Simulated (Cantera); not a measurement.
Cantera run, input and output.

```python
import numpy as np
import cantera as ct

surf = ct.Interface("diamond.yaml", "diamond_100")
gas, bulk = surf.adjacent["gas"], surf.adjacent["diamond"]
k = surf.kinetics_species_index(bulk.species_names[0])
cover = ["c6HH", "c6H*", "c6*H", "c6**", "c6HM", "c6B"]

rows, drift = [], 0.0
print(f"{'T':>10s}{'um/h':>11s}" + "".join(f"{s:>11s}" for s in cover))
for v in [925, 975, 1025, 1075, 1125, 1175, 1225, 1275, 1325, 1375]:
    T, P, xH, xCH3 = v, 6900, 0.0023, 4.4e-05
    gas.TPX = T, P, {"H": xH, "CH3": xCH3, "CH4": 0.011, "H2": 1 - xH - xCH3 - 0.011}
    surf.TP = bulk.TP = T, P
    surf.coverages = "c6H*:0.1, c6HH:0.9"
    surf.advance_coverages(100.0)
    before = surf.coverages
    surf.advance_coverages(100.0)
    drift = max(drift, np.max(np.abs(surf.coverages - before) / (surf.coverages + 1e-9)))
    rate = surf.net_production_rates[k] * bulk.mean_molecular_weight / bulk.density * 3.6e9
    rows.append([rate, *surf[cover].coverages])
    print(f"{v:10.4g}{rate:11.4e}" + "".join(f"{x:11.3e}" for x in rows[-1][1:]))
```

Output:

```
         T       um/h       c6HH       c6H*       c6*H       c6**       c6HM        c6B
       925 1.0684e+00  6.563e-01  1.202e-02  3.086e-01  5.272e-03  1.399e-02  2.899e-09
       975 1.3552e+00  6.119e-01  1.592e-02  3.497e-01  7.807e-03  1.098e-02  3.677e-09
      1025 1.5820e+00  5.697e-01  2.029e-02  3.873e-01  1.102e-02  8.273e-03  4.293e-09
      1075 1.6045e+00  5.308e-01  2.506e-02  4.210e-01  1.490e-02  5.593e-03  4.354e-09
      1125 1.3296e+00  4.953e-01  3.011e-02  4.503e-01  1.938e-02  3.122e-03  3.608e-09
      1175 9.2977e-01  4.631e-01  3.531e-02  4.748e-01  2.433e-02  1.419e-03  2.523e-09
      1225 6.4341e-01  4.344e-01  4.054e-02  4.943e-01  2.956e-02  5.667e-04  1.746e-09
      1275 5.1416e-01  4.094e-01  4.572e-02  5.094e-01  3.486e-02  2.163e-04  1.395e-09
      1325 4.7624e-01  3.882e-01  5.078e-02  5.206e-01  4.005e-02  8.227e-05  1.292e-09
      1375 4.4881e-01  3.707e-01  5.568e-02  5.284e-01  4.496e-02  3.136e-05  1.218e-09
```

Computed with Cantera and the Harris–Goodwin 1993 mechanism for the reconstructed diamond (100) surface.
